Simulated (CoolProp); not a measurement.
Vapour-liquid equilibrium of R113 (1) + acetone (2) at 259.3 K; x and y are mole fractions of (1).

Values from CoolProp's multi-fluid Helmholtz-energy mixture model, Marx 1992 and Lemmon 2006; pair parameters Bell 2016.

| x | bubble pressure (kPa) | y at the bubble point | dew pressure at overall composition x (kPa) | liquid density (mol/L) |
|---|---|---|---|---|
| 0.05 | 5.210 | 0.220 | 4.447 | 13.83 |
| 0.125 | 6.254 | 0.391 | 4.757 | 13.25 |
| 0.2 | 6.964 | 0.485 | 5.110 | 12.72 |
| 0.275 | 7.443 | 0.544 | 5.513 | 12.22 |
| 0.35 | 7.764 | 0.584 | 5.974 | 11.75 |
| 0.425 | 7.980 | 0.615 | 6.499 | 11.32 |
| 0.5 | 8.126 | 0.640 | 7.086 | 10.92 |
| 0.575 | 8.224 | 0.664 | 7.693 | 10.54 |
| 0.65 | 8.283 | 0.689 | 8.172 | 10.19 |
| 0.725 | 8.300 | 0.718 | 8.297 | 9.858 |
| 0.8 | 8.254 | 0.758 | 8.147 | 9.551 |
| 0.875 | 8.101 | 0.815 | 7.881 | 9.264 |
| 0.95 | 7.760 | 0.905 | 7.572 | 8.995 |

y crosses x between x = 0.65 and 0.725: the model has an azeotrope there.

Pair parameters are fitted to limited data, so mixtures are less certain than the pure fluids.
